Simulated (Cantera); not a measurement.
Charge: 1 mol SiHCl3, 0.046 mol Cl2, 67 mol H2, equilibrated at 26.0 mbar.

Method: chemical equilibrium by Gibbs-energy minimisation in Cantera with the NASA 1993 tables (ideal gas, pure condensed phases). Candidate condensed phases: Si; 19 gas species. The numbers say what is thermodynamically allowed, not how fast it happens.

Over these rows the condensed part is Si(s). Partial pressures as log10 of bar:

```csv
T (K),1000/T (1/K),log p SiHCl3,log p H2,log p HCl
1248,0.8013,-5.20,-1.60,-3.04
1298,0.7704,?,-1.60,-3.03
1348,0.7418,-5.83,-1.60,-3.03
1398,0.7153,-6.12,-1.60,-3.03
1448,0.6906,-6.40,-1.60,-3.03
1498,0.6676,-6.66,-1.60,-3.03
```

Q: Fit log p(SiHCl3) = a + b·(1000/T) to the five rows, give the apparent enthalpy, and predict the row at 1298 K.

A: Means: 1000/T = 0.7233, log p = -6.042. Sxy = 0.116351, Sxx = 0.0106620, so b = 10.91 and a = -6.042 − (10.91)×0.7233 = -13.93.
Apparent enthalpy: −19.145 × (10.91) = -209 kJ/mol. With the condensed phases at unit activity, Si(s) + 3 HCl(g) = SiHCl3(g) + H2(g) links this pressure to the main gases: over the six rows their terms move log p by +0.03 in all, so the slope is close to that reaction's ΔH°. The five rows lie within 0.01 of the line.
Prediction at 1298 K: -13.93 + (10.91)×0.7704 = -5.52. The computed value is -5.52, 0.00 from the line.
